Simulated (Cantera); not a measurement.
An isothermal, constant-pressure homogeneous reactor starts with CH4 : H2 : H = 0.015 : 1 : 0.0062 (molar parts), at 1775 K and 0.133 bar.

Computed with Cantera and GRI-Mech 3.0 (53 species, 325 reactions). GRI-Mech 3.0 stops at C3 and has no aromatics, soot or wall deposition, so with more carbon than oxygen in the feed, carbon stays in small species such as C2H2 where larger ones or solid carbon would form.

x: mole fraction; the columns are a selection and need not sum to one.

```json
[
 {"t (s)": "0.000100", "x CH4": "0.0134", "x H2": "0.981", "x H": "0.00417", "x C2H6": "6.53e-6", "x C2H": "8.71e-10", "x C2H4": "4.28e-5", "x C2H2": "2.61e-5"},
 {"t (s)": "0.000278", "x CH4": "0.0134", "x H2": "0.982", "x H": "0.00339", "x C2H6": "5.32e-6", "x C2H": "3.04e-9", "x C2H4": "5.61e-5", "x C2H2": "0.000112"},
 {"t (s)": "0.000774", "x CH4": "0.0134", "x H2": "0.983", "x H": "0.00228", "x C2H6": "3.49e-6", "x C2H": "5.10e-9", "x C2H4": "4.55e-5", "x C2H2": "0.000280"},
 {"t (s)": "0.00215", "x CH4": "0.0133", "x H2": "0.984", "x H": "0.00131", "x C2H6": "1.79e-6", "x C2H": "4.93e-9", "x C2H4": "2.87e-5", "x C2H2": "0.000472"},
 {"t (s)": "0.00599", "x CH4": "0.0131", "x H2": "0.985", "x H": "0.000839", "x C2H6": "9.61e-7", "x C2H": "4.39e-9", "x C2H4": "1.83e-5", "x C2H2": "0.000657"},
 {"t (s)": "0.0167", "x CH4": "0.0126", "x H2": "0.985", "x H": "0.000763", "x C2H6": "7.73e-7", "x C2H": "5.72e-9", "x C2H4": "1.63e-5", "x C2H2": "0.000940"},
 {"t (s)": "0.0464", "x CH4": "___", "x H2": "0.986", "x H": "0.000766", "x C2H6": "___", "x C2H": "___", "x C2H4": "1.62e-5", "x C2H2": "___"},
 {"t (s)": "0.129", "x CH4": "0.00878", "x H2": "0.987", "x H": "0.000772", "x C2H6": "3.82e-7", "x C2H": "1.75e-8", "x C2H4": "1.67e-5", "x C2H2": "0.00285"},
 {"t (s)": "0.359", "x CH4": "___", "x H2": "0.989", "x H": "0.000781", "x C2H6": "___", "x C2H": "___", "x C2H4": "___", "x C2H2": "___"},
 {"t (s)": "1.00", "x CH4": "0.00262", "x H2": "0.991", "x H": "0.000789", "x C2H6": "3.66e-8", "x C2H": "3.70e-8", "x C2H4": "2.22e-5", "x C2H2": "0.00592"}
]
```

Q: What belongs in the gaps?

A: 
- 0.0464, x CH4: 0.0113
- 0.0464, x C2H6: 6.25e-7
- 0.0464, x C2H: 9.67e-9
- 0.0464, x C2H2: 0.00159
- 0.359, x CH4: 0.00539
- 0.359, x C2H6: 1.47e-7
- 0.359, x C2H: 2.81e-8
- 0.359, x C2H4: 1.90e-5
- 0.359, x C2H2: 0.00454
